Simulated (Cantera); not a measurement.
An isothermal, constant-pressure homogeneous reactor starts with CH₄ : H₂ : CO₂ = 0.0095 : 1 : 0.01 (molar parts), at 2925 K and 1330 Pa.

Computed with Cantera and GRI-Mech 3.0 (53 species, 325 reactions). Radical loss at walls, strong at low pressure, is not modelled.

x: mole fraction; the columns are a selection and need not sum to one.

| t (s) | x CH₄ | x H₂ | x CO₂ | x C₂H₆ | x O | x CH₃ |
|---|---|---|---|---|---|---|
| 5.00e-6 | 0.00912 | 0.981 | 0.00981 | 3.82e-10 | 2.15e-8 | 0.000193 |
| 2.20e-5 | 0.00881 | 0.979 | 0.00978 | … | 2.31e-8 | 0.000499 |
| 9.68e-5 | 0.00794 | 0.972 | 0.00936 | … | 6.23e-8 | 0.00130 |
| 0.000426 | 0.00532 | 0.946 | 0.00459 | … | 1.27e-6 | 0.00294 |
| 0.00188 | 0.000878 | 0.907 | 1.39e-5 | … | 9.28e-6 | 0.00110 |
| 0.00826 | 0.000113 | 0.867 | 1.07e-5 | 3.19e-10 | 1.67e-5 | 0.000238 |
| 0.0363 | 4.83e-6 | 0.767 | 2.60e-6 | <1e-12 | 1.36e-5 | 2.20e-5 |
| 0.160 | 1.21e-11 | 0.535 | 9.99e-7 | <1e-12 | 3.62e-5 | 1.63e-10 |
| 0.704 | <1e-12 | 0.358 | 7.62e-7 | <1e-12 | 9.16e-5 | 1.83e-11 |
| 3.10 | <1e-12 | 0.346 | 7.42e-7 | <1e-12 | 9.62e-5 | 1.59e-11 |
| 13.6 | <1e-12 | 0.346 | 7.42e-7 | <1e-12 | 9.62e-5 | 1.59e-11 |
| 60.0 | <1e-12 | 0.346 | 7.42e-7 | <1e-12 | 9.62e-5 | 1.59e-11 |

Q: Fill in the missing entries.

A: 
- 2.20e-5, x C₂H₆: 1.05e-8
- 9.68e-5, x C₂H₆: 7.60e-8
- 0.000426, x C₂H₆: 1.99e-7
- 0.00188, x C₂H₆: 1.27e-8
